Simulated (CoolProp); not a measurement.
A single-stage vapour-compression cycle with the fluid: evaporating at 229.15 K (dew point), condensing at 294.15 K (bubble point), superheat 0 K, subcooling 0 K, compressor efficiency 0.9, no pressure losses. The same conditions are run with several fluids, on thermodynamics alone (safety and materials aside).

Values from CoolProp's reference Helmholtz-energy equation of state of each fluid (chlorine: Thol 2021; R143a: Lemmon and Jacobsen 2000; vinyl chloride: Thol 2022; R125: Lemmon 2005; nitrous oxide: Lemmon 2006; R22: Kamei 1995).

```
fluid           cooling COP  pressure ratio  discharge temperature (K)  refrigerating effect (kJ/kg)  volumetric capacity (kJ/m³)
--------------  -----------  --------------  -------------------------  ----------------------------  ---------------------------
chlorine               2.42            10.9                      431.4                           230                          556
R143a                   [?]             [?]                      314.0                           [?]                          [?]
vinyl chloride         2.53             [?]                      364.8                           282                          227
R125                   2.01            10.0                      302.8                          82.4                          673
nitrous oxide           [?]             [?]                      363.7                           178                         3780
R22                    2.40            10.7                      346.1                           161                          657
```

**Question.** What belongs in the gaps?

**Answer.** 
- R143a, cooling COP: 2.19
- R143a, pressure ratio: 9.63
- R143a, refrigerating effect (kJ/kg): 130
- R143a, volumetric capacity (kJ/m³): 713
- vinyl chloride, pressure ratio: 14.4
- nitrous oxide, cooling COP: 1.86
- nitrous oxide, pressure ratio: 6.36
